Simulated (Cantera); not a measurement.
What does this Cantera script print?

```python
import numpy as np
import cantera as ct

gas = ct.Solution("gri30.yaml")


def delay(T, t_max=10):
    gas.TPX = T, 270000, {'CH4': 1, 'CO': 0.064, 'O2': 1.27, 'N2': 4.78}
    reactor = ct.IdealGasReactor(gas, clone=False)
    net = ct.ReactorNet([reactor])
    net.rtol, net.atol = 1e-8, 1e-16
    while net.time < t_max:
        t_old, T_old = net.time, reactor.T
        net.step()
        if reactor.T > T + 400:  # ignition: a rise of 400 K
            return t_old + (T + 400 - T_old) / (reactor.T - T_old) * (net.time - t_old)
    return np.nan


taus = []
for T in [1050, 1125, 1200, 1275, 1350, 1425, 1500]:
    taus.append(delay(T))
    print(f"T0 = {T:6g} K   tau = {taus[-1]:.4e} s")
```

Result:

```
T0 =   1050 K   tau = 2.4084e-01 s
T0 =   1125 K   tau = 7.3449e-02 s
T0 =   1200 K   tau = 2.4652e-02 s
T0 =   1275 K   tau = 8.9877e-03 s
T0 =   1350 K   tau = 3.5135e-03 s
T0 =   1425 K   tau = 1.4589e-03 s
T0 =   1500 K   tau = 6.4212e-04 s
```

Model: GRI-Mech 3.0 (53 species, 325 reactions), integrated in Cantera.
